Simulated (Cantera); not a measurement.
Charge: 1 mol Al, 0.61 mol I2, 0.17 mol N2, held at 2.50e-5 bar.

Method: chemical equilibrium by Gibbs-energy minimisation in Cantera with the NASA 1993 tables (ideal gas, pure condensed phases). Candidate condensed phases: Al, AlI3, AlN, I2; 10 gas species. Equilibrium is a limit: real reactors are often held back by kinetics, nucleation or transport.

Question: At 923 K, list the 3 most abundant gas species with their mole fractions, and the condensed phases.

Answer: AlI 0.576, AlI3 0.423, I 0.00175. Condensed: AlN(s).
